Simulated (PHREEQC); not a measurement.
Dissolve 0.0057 mol NH4HF2, 0.001 mol (NH4)2SiF6, 0.0057 mol H2SO4 and 0.00067 mol HF per kg of water at 25 °C. Closed to the air; pH follows from the charge balance.

Computed with PHREEQC (ion-association model, phreeqc.dat).

No solid was allowed to form.

Predict the pH, ionic strength.

pH 2.28; ionic strength 0.0184 mol/kgw.

In which forms is F present?

HF 58 %, SiF6-2 33 %, F- 8.4 %, HF2- 0.7 % of the F.

SiF6-2 is the database's only silicon fluoride.
